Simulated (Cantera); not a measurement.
A Cantera script and what it prints.

```python
import numpy as np
import cantera as ct

gas_names = """
    CL CL2 H HCL H2 N NH NH2 NH3 N2 N2H2 N2H4 Si SiCL SiCL2 SiCL3 SiCL4 SiH SiHCL3 SiH2 SiH2CL2 SiH3
    SiH3CL SiH4 SiN Si2 Si2N Si3
""".split()
cond_names = """
    NH4CL(a) NH4CL(b) Si(cr) Si(L) Si3N4(a)
""".split()


# ... load() reads the species with a 1 bar reference pressure and builds the phases ...
atoms = {
    'SiCl4': {'Si': 1, 'CL': 4},
    'NH3': {'N': 1, 'H': 3},
    'N2': {'N': 2},
}
top_T = {'Si3N4(a)': 2400}  # K; cautious upper limits of use, not melting points


# ... equilibrate(T, P, feed) seeds the gas with the atoms and calls Mixture.equilibrate('TP', solver="vcs", rtol=1e-11, max_steps=5000) ...
results = []
feed = {'SiCl4': 1, 'NH3': 1.6, 'N2': 2.9}  # mol
P = 133.322  # Pa
for T in [825, 925, 1025, 1125, 1225, 1325, 1425]:
    mix = equilibrate(T, P, feed)
    results.append((T, P, feed, dict(zip(mix.species_names, mix.species_moles))))
    x = sorted(zip(gas.X, gas.species_names), reverse=True)
    print(f"T = {T:g} K  P = {P:g} Pa  gas = {mix.phase_moles(0):.4g} mol")
    print("   x: " + "  ".join(f"{s} {v:.3e}" for v, s in x if v > 0.0001))
    print("   condensed (mol): " + ("  ".join(f"{mix.phase(i).name} {mix.phase_moles(i):.4g}"
          for i in range(1, mix.n_phases) if mix.phase_moles(i) > 1e-12) or "none"))
```

It prints:

```
T = 825 K  P = 133.322 Pa  gas = 7.298 mol
   x: N2 4.526e-01  HCL 3.262e-01  H2 1.657e-01  SiCL4 5.544e-02
   condensed (mol): Si3N4(a) 0.1984
T = 925 K  P = 133.322 Pa  gas = 7.313 mol
   x: N2 4.478e-01  HCL 3.491e-01  H2 1.536e-01  SiCL4 4.939e-02
   condensed (mol): Si3N4(a) 0.2127
T = 1025 K  P = 133.322 Pa  gas = 7.325 mol
   x: N2 4.442e-01  HCL 3.664e-01  H2 1.444e-01  SiCL4 4.460e-02  SiCL3 2.591e-04  SiHCL3 1.510e-04
   condensed (mol): Si3N4(a) 0.2234
T = 1125 K  P = 133.322 Pa  gas = 7.339 mol
   x: N2 4.415e-01  HCL 3.788e-01  H2 1.375e-01  SiCL4 4.008e-02  SiCL3 1.351e-03  SiCL2 5.606e-04  SiHCL3 2.527e-04
   condensed (mol): Si3N4(a) 0.23
T = 1225 K  P = 133.322 Pa  gas = 7.386 mol
   x: N2 4.401e-01  HCL 3.818e-01  H2 1.339e-01  SiCL4 3.303e-02  SiCL2 5.865e-03  SiCL3 4.950e-03  SiHCL3 3.614e-04
   condensed (mol): Si3N4(a) 0.2245
T = 1325 K  P = 133.322 Pa  gas = 7.573 mol
   x: N2 4.426e-01  HCL 3.551e-01  H2 1.392e-01  SiCL2 3.408e-02  SiCL4 1.799e-02  SiCL3 1.063e-02  SiHCL3 3.612e-04
   condensed (mol): Si3N4(a) 0.1741
T = 1425 K  P = 133.322 Pa  gas = 7.92 mol
   x: N2 4.531e-01  HCL 2.772e-01  H2 1.643e-01  SiCL2 9.167e-02  SiCL3 9.485e-03  SiCL4 3.860e-03  SiHCL3 1.791e-04  CL 1.046e-04
   condensed (mol): Si3N4(a) 0.0556
```

Cantera equilibrium calculation (NASA polynomials, part measured and part estimated; ideal gas, pure solids and liquids). The tables' values for SiCl3 are old estimates; treat these amounts as uncertain.
